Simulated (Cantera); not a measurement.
Charge: 1 mol Si2H6, 2.9 mol HCl, 63 mol H2, held at 1273.15 K.

Cantera equilibrium calculation (NASA polynomials, part measured and part estimated; ideal gas, pure solids and liquids). Candidate condensed phases: Si; 19 gas species. The feed counts by its element totals alone. The tables' values for SiCl3 are old estimates; treat these amounts as uncertain. Rates play no part.

Problem. At 2.00 bar, list the 4 most abundant gas species with their mole fractions, and the condensed phases.

Solution. H2 0.971, HCl 0.0218, SiHCl3 0.00285, SiCl4 0.00159. Condensed: Si(s).
